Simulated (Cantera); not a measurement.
Charge: 1 mol Si3N4, 0.019 mol N2O, 1.2 mol N2, equilibrated at 0.350 Pa.

Method: chemical equilibrium by Gibbs-energy minimisation in Cantera with the NASA 1993 tables (ideal gas, pure condensed phases). Candidate condensed phases: Si, SiO2, Si2N2O, Si3N4; 16 gas species. The tables' values for SiN are old estimates; treat these amounts as uncertain. Kinetics and transport are ignored. All values below are at 1823 K.

Base state: N2 0.518, Si 0.477, SiO 0.00306, Si2 0.00117, SiN 0.000266, Si2N 0.000158, Si3 0.000103 (mole fractions); condensed: gas only.

Question: What changes in the equilibrium state with this change: 0.0039 mol H2 added?

Answer: 
| species | before | after |
|---|---|---|
| N2 | 0.518 | 0.518 |
| Si | 0.477 | 0.476 |
| SiO | 0.00306 | 0.00306 |
| H | 0 | 0.00120 |
| H2 | 0 | 2.67e-5 |
| Si3 | 0.000103 | 0.000103 |
| Si2N | 0.000158 | 0.000157 |
| Si2 | 0.00117 | 0.00116 |
Further candidate phases: H2O.
